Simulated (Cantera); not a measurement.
An isothermal plug-flow reactor at 625 K and 0.730 bar (inlet), inlet velocity 0.3 m/s, active area per volume 150 1/m; feed 2.20 % H₂, 11.0 % O₂, 86.8 % N₂, equivalence ratio 0.10.

Cantera simulation using Deutschmann's 1995 Pt surface mechanism with GRI-Mech 3.0 gas chemistry; the numbers are that mechanism's predictions, not measurements. Catalytic surfaces can have several steady states; this one follows from the mechanism file's or the stated starting coverage. Mass transfer to the wall is taken as infinitely fast.

x: gas mole fraction; θ: surface coverage.

```
z (m)        x H₂   x O₂   x H₂O  θ free Pt   θ O*    θ OH*
-------  --------  -----  ------  ---------  -----  -------
0.00048   0.00619  0.103  0.0160      0.101  0.887   0.0120
0.00092       ___  0.102     ___        ___  0.929      ___
0.0018    0.00202  0.101  0.0202     0.0338  0.959  0.00770
0.0034    0.00111  0.100  0.0211     0.0187  0.975  0.00585
0.0066   0.000577  0.100  0.0216    0.00996  0.986  0.00433
0.013         ___  0.100  0.0219        ___  0.991      ___
0.025    0.000136  0.100  0.0221    0.00325  0.994  0.00250
0.048     5.38e-5  0.100  0.0222    0.00229  0.996  0.00210
```

Q: Some entries are withheld; supply them.

A: 
- 0.00092, x H₂: 0.00368
- 0.00092, x H₂O: 0.0185
- 0.00092, θ free Pt: 0.0609
- 0.00092, θ OH*: 0.00993
- 0.013, x H₂: 0.000287
- 0.013, θ free Pt: 0.00538
- 0.013, θ OH*: 0.00320
